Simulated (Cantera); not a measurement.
Charge: 1 mol LiOH, 0.12 mol H₂O, held at 133 Pa.

Method: chemical equilibrium by Gibbs-energy minimisation in Cantera with the NASA 1993 tables (ideal gas, pure condensed phases). Candidate condensed phases: H₂O, Li, LiH, LiOH, Li₂O; 17 gas species. Rates play no part.

At 1623 K, list the 5 most abundant gas species with their mole fractions, and the condensed phases.

LiOH 0.840, H₂O 0.128, Li₂O 0.0163, Li 0.0115, O₂ 0.00300. Condensed: gas only.
